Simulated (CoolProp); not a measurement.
Values from CoolProp's reference Helmholtz-energy equation of state, Thol 2015.

Question: Give the vapour pressure (MPa), liquid density (kg/m³), liquid cp (kJ/(kg K)), vapour Z of saturated octamethylcyclotetrasiloxane (D4) at 328.1, 338.4, 376.1 K.

Answer: 
```
T (K)   p (MPa)  liquid density (kg/m³)  liquid cp (kJ/(kg K))  vapour Z
-----  --------  ----------------------  ---------------------  --------
328.1  0.000964                     916                   1.72     0.998
338.4   0.00171                     904                   1.74     0.997
376.1   0.00986                     860                   1.82     0.987
```
